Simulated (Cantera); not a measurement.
Cantera run:

```python
import numpy as np
import cantera as ct

gas_names = """
    C CH CH2 CH3 CH2OH CH3O CH4 CH3OH CO COS CO2 COOH CS CS2 C2 C2H CHCO,ketyl C2H2,acetylene
    C2H2,vinylidene CH2CO,ketene C2H3,vinyl CH3CO,acetyl C2H4 C2H4O,ethylen CH3CHO,ethanal CH3COOH
    (HCOOH)2 C2H5 C2H6 CH3OCH3 C2H5OH C2O C3 C3H3,propargyl C3H4,allene C3H4,propyne C3H4,cyclo-
    C3H5,allyl C3H6,propylene C3H6,cyclo- C3H6O C3H7,n-propyl C3H7,i-propyl C3H8 C3H8O,1propanol
    C3H8O,2propanol C3O2 C4 C4H2 C4H4,1,3-cyclo- C4H6,butadiene C4H6,2-butyne C4H6,cyclo- C4H8,1-butene
    C4H8,cis2-buten C4H8,tr2-butene C4H8,isobutene C4H8,cyclo- (CH3COOH)2 C4H9,n-butyl C4H9,i-butyl
    C4H9,s-butyl C4H9,t-butyl C4H10,isobutane C4H10,n-butane C5 C5H6,1,3cyclo- C5H8,cyclo-
    C5H10,1-pentene C5H10,cyclo- C5H11,pentyl C5H11,t-pentyl C5H12,n-pentane C5H12,i-pentane
    CH3C(CH3)2CH3 C6H2 C6H5,phenyl C6H5O,phenoxy C6H6 C6H5OH,phenol C6H10,cyclo- C6H12,1-hexene
    C6H12,cyclo- C6H13,n-hexyl C7H7,benzyl C7H8 C7H8O,cresol C7H14,1-heptene C7H15,n-heptyl
    C7H16,n-heptane C8H8,styrene C8H10,ethylbenz C8H16,1-octene C8H17,n-octyl C8H18,isooctane
    C8H18,n-octane C9H19,n-nonyl C10H8,naphthale C10H21,n-decyl C12H9,o-bipheny C12H10,bipheny H HCO HO2
    H2 HCHO,formaldehy HCOOH H2O H2O2 H2S H2SO4 Mg MgH MgO MgOH MgO2H2 MgS Mg2 O OH O2 O3 S SH SO SO2
    SO3 S2 S2O S8
""".split()
cond_names = """
    C(gr) C6H6(L) C7H8(L) C8H18(L),n-octa H2O(s) H2O(L) H2SO4(L) Mg(cr) Mg(L) MgCO3(s) MgO(s) MgO(L)
    MgO2H2(s) MgS(s) MgSO4(s) MgSO4(L) S(cr1) S(cr2) S(L)
""".split()


def load(file, names, dense=False):
    # The tables refer to 1 bar. Condensed volumes are neglected.
    table = {s.name: s for s in ct.Species.list_from_file(file)}
    out = []
    for n in names:
        d = dict(table[n].input_data)
        d["thermo"] = dict(d["thermo"], **{"reference-pressure": 1e5})
        if dense:
            d["equation-of-state"] = {"model": "constant-volume", "density": "1e6 g/cm^3"}
        out.append(ct.Species.from_dict(d))
    return out


gas = ct.Solution(thermo="ideal-gas", species=load("nasa_gas.yaml", gas_names))
cond = {s.name: ct.Solution(thermo="fixed-stoichiometry", species=[s], name=s.name)
        for s in load("nasa_condensed.yaml", cond_names, dense=True)}
atoms = {
    'MgCO3': {'Mg': 1, 'C': 1, 'O': 3},
    'H2S': {'H': 2, 'S': 1},
    'H2O': {'H': 2, 'O': 1},
}
top_T = {'C(gr)': 4500, 'MgS(s)': 2250}  # K; cautious upper limits of use, not melting points


def equilibrate(T, P, feed):
    n = {}
    for name, mol in feed.items():
        for a, k in atoms[name].items():
            n[a] = n.get(a, 0.0) + k * mol
    gas.TPX = T, P, n
    mass = sum(n.values()) * gas.mean_molecular_weight
    gas.equilibrate("TP")
    valid = [c for c in cond.values() if c.min_temp <= T <= top_T.get(c.name, c.max_temp)]
    mix = ct.Mixture([(gas, mass / gas.mean_molecular_weight)] + [(c, 0.0) for c in valid])
    mix.T, mix.P = T, P
    mix.equilibrate("TP", solver="vcs", rtol=1e-11, max_steps=5000)
    return mix


results = []
feed = {'MgCO3': 1, 'H2S': 0.12, 'H2O': 1.2}  # mol
P = 13332.2  # Pa
for T in [950, 1000, 1050, 1100, 1150, 1200, 1250, 1300, 1350, 1400]:
    mix = equilibrate(T, P, feed)
    results.append((T, P, feed, dict(zip(mix.species_names, mix.species_moles))))

top = {s: max(r[3][s] / sum(r[3][g] for g in gas_names) for r in results) for s in gas_names}
cols = sorted((s for s in top if top[s] > 0.001), key=lambda s: -top[s])[:9]
seen = [c for c in cond_names if any(r[3].get(c, 0) > 1e-12 for r in results)]
print("log10 of partial pressures in bar; condensed amounts in mol")
print(f"{'T/K':>10s}" + "".join(f"{s[:9]:>10s}" for s in cols + seen))
for T, P, feed, n in results:
    ng = sum(n[g] for g in gas_names)
    print(f"{T:10.4g}" + "".join(f"{np.log10(max(n[s] / ng * P / 1e5, 1e-99)):10.3f}" for s in cols)
          + "".join(f"{n.get(c, 0):10.4g}" for c in seen))
```

Result:

```
log10 of partial pressures in bar; condensed amounts in mol
       T/K       H2O       CO2        CO       H2S        H2       SO2        S2    MgO(s)
       950    -1.163    -1.248    -3.275    -2.248    -2.938    -3.553    -3.379         1
      1000    -1.164    -1.251    -3.051    -2.289    -2.806    -3.376    -3.231         1
      1050    -1.164    -1.257    -2.857    -2.342    -2.694    -3.209    -3.114         1
      1100    -1.165    -1.263    -2.691    -2.407    -2.598    -3.053    -3.028         1
      1150    -1.166    -1.271    -2.547    -2.484    -2.517    -2.909    -2.972         1
      1200    -1.167    -1.281    -2.424    -2.572    -2.448    -2.778    -2.944         1
      1250    -1.169    -1.291    -2.317    -2.671    -2.390    -2.661    -2.944         1
      1300    -1.171    -1.303    -2.225    -2.780    -2.340    -2.558    -2.971         1
      1350    -1.174    -1.315    -2.146    -2.900    -2.298    -2.470    -3.027         1
      1400    -1.176    -1.328    -2.079    -3.034    -2.264    -2.395    -3.112         1
```

Method: chemical equilibrium by Gibbs-energy minimisation in Cantera with the NASA 1993 tables (ideal gas, pure condensed phases). Gases not in the tables: S3 to S7.
